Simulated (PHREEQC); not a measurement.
Make-up at 25 °C: 0.25 mol/kgw NaH2PO4 and 0.0067 mol/kgw Na2B4O7. Closed to the air; pH follows from the charge balance.

All values are PHREEQC results (ion-association model, wateq4f.dat), not measurements.

Each row changes one thing in this solution. Precipitation was switched off in this run.

| case | pH | ionic strength (mol/kgw) | H2PO4- (mol/kgw) | HPO4-2 (mol/kgw) | NaHPO4- (mol/kgw) | H3PO4 (mol/kgw) |
|---|---|---|---|---|---|---|
| as made | 5.47 | 0.274 | 0.236 | 0.0119 | 0.00162 | 8.02e-5 |
| temperature from 25 to 65 °C | 5.36 | 0.274 | 0.236 | 0.0121 | 0.00149 | 0.000154 |
| Na2B4O7 from 0.0067 to 0.00134 mol/kgw | 4.82 | 0.255 | 0.246 | 0.00271 | 0.000365 | 0.000378 |
| diluted 10-fold with water | 5.75 | 0.0276 | 0.0237 | 0.00131 | 3.62e-5 | 5.30e-6 |

H3PO4, which wateq4f.dat lacks, is added to it with the constant of phreeqc.dat. Away from 25 °C the constants follow the database's enthalpies or fits; those with neither stay at their 25 °C values.
